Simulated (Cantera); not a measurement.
**Ignition delay**

Mixture: C3H8 : O2 : N2 = 1 : 11.4 : 42.7 (molar parts), at 10.0 bar, adiabatic and at constant volume. Ignition delay is the time to a rise of 400 K.

Computed with Cantera and GRI-Mech 3.0 (53 species, 325 reactions). GRI-Mech 3.0 was tuned for natural gas; its chemistry of propane as a main component is partial and can be far from experiment.

```
T0 (K)  delay (ms)
------  ----------
1223         0.937
1273         0.402
1323         0.181
1373        0.0869
1423        0.0447
1473        0.0246
1523        0.0145
1573       0.00907
```

```yaml
apparent activation energy between 1473 and 1573 K: 190 kJ/mol
```
